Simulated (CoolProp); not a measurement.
The fluid at 293.15 K and 0.348 MPa flows at 0.11 m/s in a round tube of 50 mm bore and 0.25 µm roughness, fully developed (64/Re and Nu = 3.66 if laminar; Colebrook and Gnielinski if turbulent). The same conditions are run with several fluids, on thermodynamics alone (safety and materials aside).

The numbers come from the reference Helmholtz-energy equation of state of each fluid (R134a: Tillner-Roth 1994; oxygen: Schmidt 1985; propane: Lemmon 2009; R407C: Lemmon 2003; R125: Lemmon 2005) in CoolProp. Blends and air are pseudo-pure fits.

```json
[
 {"fluid": "R134a", "Reynolds number": "7540", "Darcy friction factor": "0.0333", "pressure drop (Pa/m)": "0.0638", "heat-transfer coefficient (W/(m² K))": "6.44", "mass flow (kg/h)": "12.3"},
 {"fluid": "oxygen", "Reynolds number": "1240", "Darcy friction factor": "0.0516", "pressure drop (Pa/m)": "0.0286", "heat-transfer coefficient (W/(m² K))": "1.91", "mass flow (kg/h)": "3.56"},
 {"fluid": "propane", "Reynolds number": "4610", "Darcy friction factor": "0.0383", "pressure drop (Pa/m)": "0.0311", "heat-transfer coefficient (W/(m² K))": "5.54", "mass flow (kg/h)": "5.21"},
 {"fluid": "R407C", "Reynolds number": "5980", "Darcy friction factor": "0.0355", "pressure drop (Pa/m)": "0.0564", "heat-transfer coefficient (W/(m² K))": "5.30", "mass flow (kg/h)": "10.2"},
 {"fluid": "R125", "Reynolds number": "7840", "Darcy friction factor": "0.0330", "pressure drop (Pa/m)": "0.0726", "heat-transfer coefficient (W/(m² K))": "6.81", "mass flow (kg/h)": "14.1"}
]
```

Transport values come from each fluid's own correlations; those of R134a are estimates that may be off by 10 % or more.
